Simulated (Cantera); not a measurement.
Charge: 1 mol B₂O₃, 5.1 mol HF, equilibrated at 74.0 mbar.

These are equilibrium values from Cantera (NASA tables, ideal gas, pure condensed phases), not measurements of a reactor. Candidate condensed phases: B, B₂O₃, B₃O₃H₃, H₂O; 43 gas species. Gases not in the tables: H₃BO₃. Kinetics and transport are ignored.

Question: Which condensed phases are stable at each of these points (T (K)): 848, 948, 1048, 1148, 1248, 1348, 1448, 1548, 1648, 1748?

Answer: 
```json
[
 {"T (K)": "848", "condensed phases": "B₂O₃(l)", "B condensed (%)": "14.7"},
 {"T (K)": "948", "condensed phases": "B₂O₃(l)", "B condensed (%)": "19.8"},
 {"T (K)": "1048", "condensed phases": "B₂O₃(l)", "B condensed (%)": "24.4"},
 {"T (K)": "1148", "condensed phases": "B₂O₃(l)", "B condensed (%)": "28.5"},
 {"T (K)": "1248", "condensed phases": "B₂O₃(l)", "B condensed (%)": "30.8"},
 {"T (K)": "1348", "condensed phases": "B₂O₃(l)", "B condensed (%)": "27.6"},
 {"T (K)": "1448", "condensed phases": "B₂O₃(l)", "B condensed (%)": "11.1"},
 {"T (K)": "1548", "condensed phases": "gas only", "B condensed (%)": "0.0"},
 {"T (K)": "1648", "condensed phases": "gas only", "B condensed (%)": "0.0"},
 {"T (K)": "1748", "condensed phases": "gas only", "B condensed (%)": "0.0"}
]
```

From 848 K to 1448 K the condensed part is B₂O₃(l). From 1548 K to 1748 K nothing is condensed.
